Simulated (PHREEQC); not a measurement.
Make-up at 5 °C: 150 mmol/kgw H2SO4, 0.091 mmol/kgw Al2(SO4)3 and 4.1 mmol/kgw Na2SO4. Closed to the air; pH follows from the charge balance.

The numbers come from PHREEQC with the ion-association model, phreeqc.dat.

```
quantity                    before     after
------------------------  --------  --------
pH                            0.84      1.11
HSO4- (mol/kgw)              0.121    0.0552
SO4-2 (mol/kgw)             0.0331    0.0237
Na+ (mol/kgw)              0.00787   0.00791
NaSO4- (mol/kgw)          0.000334  0.000290
SI of Gibbsite (Al(OH)3)    -12.22    -11.32
```

**Question.** What was changed between the two runs?
A) Na2SO4 replaced by NaHCO3 at the same molality
B) Al2(SO4)3 replaced by AlCl3 at the same molality
C) H2SO4 from 0.15 to 0.075 mol/kgw
D) H2SO4 from 0.15 to 0.03 mol/kgw
E) Na2SO4 from 0.0041 to 0.00369 mol/kgw

**Answer.** C, H2SO4 from 0.15 to 0.075 mol/kgw

No solid was allowed to form. Away from 25 °C the constants follow the database's enthalpies or fits; those with neither stay at their 25 °C values.
